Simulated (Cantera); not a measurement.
Silicon epitaxy and polysilicon growth: SiH2Cl2 + Cl2 + H2

Input: 1 mol SiH2Cl2, 0.067 mol Cl2, 370 mol H2, held at 1298.15 K and 0.0133 bar.

Cantera equilibrium calculation (NASA polynomials, part measured and part estimated; ideal gas, pure solids and liquids). Candidate condensed phases: Si; 19 gas species. Equilibrium is a limit: real reactors are often held back by kinetics, nucleation or transport.

```json
{
  "x(H2)": "0.994",
  "x(HCl)": "0.00557",
  "x(SiCl2)": "8.29e-5",
  "x(H)": "9.28e-6",
  "n(Si(s))": "0.969 mol",
  "gas_amount": "372.1 mol"
}
```
